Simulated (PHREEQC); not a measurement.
0.014 g of hydrous ferric oxide (600 m²/g; 0.2 weak and 0.005 strong sites per Fe, Dzombak-Morel constants, diffuse double layer) in 1 kg of water with 0.005 mol/kgw of an inert sodium salt, at 25 °C; the pH is set by adding NaOH or the inert anion's acid. Oxygen is held at 0.21 atm. No CO2 enters from the air. No solid was allowed to form.

Computed with PHREEQC (ion-association model, wateq4f.dat).

```
pH    surface charge σ (C/m²)  surface potential ψ (mV)
----  -----------------------  ------------------------
3                       0.302                       215
3.38                    0.257                       210
3.75                    0.211                       201
4.12               (withheld)                (withheld)
4.5                     0.131                       177
4.88                    0.099                (withheld)
5.25                    0.074                       148
5.62               (withheld)                       132
6                       0.037                       114
6.38                    0.026                (withheld)
6.75                    0.017                        75
7.12               (withheld)                        55
7.5                     0.006                        34
7.88                    0.002                        13
8.25                   -0.001                        -8
8.62                   -0.005                       -29
9                      -0.009                       -50
```

### Question
Complete the blanks.

### Answer

- 4.12, surface charge σ (C/m²): 0.169
- 4.12, surface potential ψ (mV): 190
- 4.88, surface potential ψ (mV): 163
- 5.62, surface charge σ (C/m²): 0.053
- 6.38, surface potential ψ (mV): 95
- 7.12, surface charge σ (C/m²): 0.011

The oxide is taken as insoluble; below pH 4 it would dissolve.
